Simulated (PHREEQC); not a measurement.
Consider water at 80 °C with 22 mmol/kgw HF, 11 mmol/kgw NH4F and 0.67 mmol/kgw H4SiO4. Closed to the air; pH follows from the charge balance.

Model: ion-association model, phreeqc.dat, run in PHREEQC.

Each row changes one thing in this solution. This is a speciation only: nothing precipitates in the calculation.

```tsv
case	pH	ionic strength (mol/kgw)	HF (mol/kgw)	HF2- (mol/kgw)	H4SiO4 (mol/kgw)	NH3 (mol/kgw)	SI of Quartz (SiO2)
as made	3.31	0.0122	0.0181	0.000733	1.01e-6	2.90e-7	-2.70
H4SiO4 from 0.00067 to 0.000335 mol/kgw	3.31	0.0119	0.0193	0.000831	3.45e-7	2.89e-7	-3.16
temperature from 80 to 70 °C	3.23	0.0123	0.0179	0.000750	2.26e-7	1.44e-7	-3.24
temperature from 80 to 35 °C	2.97	0.0129	0.0174	0.000723	9.55e-10	1.01e-8	-5.18
temperature from 80 to 60 °C	3.15	0.0125	0.0178	0.000757	4.91e-8	7.00e-8	-3.79
H4SiO4 from 0.00067 to 6.7e-05 mol/kgw	3.31	0.0116	0.0203	0.000913	5.19e-8	2.88e-7	-3.99
temperature from 80 to 65 °C	3.19	0.0124	0.0178	0.000755	1.06e-7	1.01e-7	-3.51
```

At this temperature some constants are extrapolated from 25 °C, and those without enthalpy data are left unchanged. SiF6-2 is the database's only silicon fluoride.
